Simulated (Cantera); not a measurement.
**Pyrogenic steam for wet oxidation**

A perfectly stirred reactor is fed with 11.3 % H2, 8.06 % O2, 80.6 % N2, equivalence ratio 0.70, at 0.247 atm; it is held at 1400 K, and followed from long to short residence time.

Detailed kinetics in Cantera: the H2/O2 subset of GRI-Mech 3.0, which has no nitrogen chemistry. The temperature is held fixed by assumption; the heat of reaction is taken as removed at once.

| τ (s) | x H2 | x O2 | x H2O | x H2O2 | x O |
|---|---|---|---|---|---|
| 3.4 | 0.000121 | 0.0256 | 0.119 | 6.90e-8 | 4.62e-5 |
| 0.80 | 0.000316 | 0.0256 | 0.119 | 1.31e-7 | 0.000122 |
| 0.19 | 0.000810 | 0.0257 | 0.118 | 2.29e-7 | 0.000319 |
| 0.044 | 0.00203 | 0.0261 | 0.116 | 3.67e-7 | 0.000829 |
| 0.010 | 0.00473 | 0.0273 | 0.111 | 5.14e-7 | 0.00208 |
| 0.0024 | 0.00919 | 0.0298 | 0.100 | 5.98e-7 | 0.00463 |
| 0.00057 | 0.0150 | 0.0338 | 0.0848 | 5.98e-7 | 0.00852 |
x: mole fraction; the columns are a selection and need not sum to one.
